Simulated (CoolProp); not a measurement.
Vapour-liquid equilibrium of carbon dioxide (1) + R152A (2) at 278.3 K; x and y are mole fractions of (1).

Values from CoolProp's multi-fluid Helmholtz-energy mixture model, Span 1996 and Outcalt 1996; pair parameters Bell 2016.

```
x     bubble pressure, mixture model (kPa)  bubble pressure, Raoult's law (kPa)  y, mixture model  y, Raoult's law
----  ------------------------------------  -----------------------------------  ----------------  ---------------
0.05                                 472.0                                499.8             0.337            0.399
0.2                             (withheld)                                 1050             0.693            0.759
0.35                            (withheld)                                 1600             0.816            0.871
0.5                                   1953                                 2151             0.881            0.926
0.65                            (withheld)                                 2701             0.923            0.959
0.8                             (withheld)                                 3251             0.957            0.981
0.95                            (withheld)                                 3801             0.989            0.996
```

Problem. Some entries are withheld; supply them.

Solution. 
- 0.2, bubble pressure, mixture model (kPa): 952.5
- 0.35, bubble pressure, mixture model (kPa): 1446
- 0.65, bubble pressure, mixture model (kPa): 2484
- 0.8, bubble pressure, mixture model (kPa): 3063
- 0.95, bubble pressure, mixture model (kPa): 3730

The largest gap from Raoult's law is -9.6 % in bubble pressure, at x = 0.35. No azeotrope shows between x = 0.05 and 0.95.

Pair parameters are fitted to limited data, so mixtures are less certain than the pure fluids.
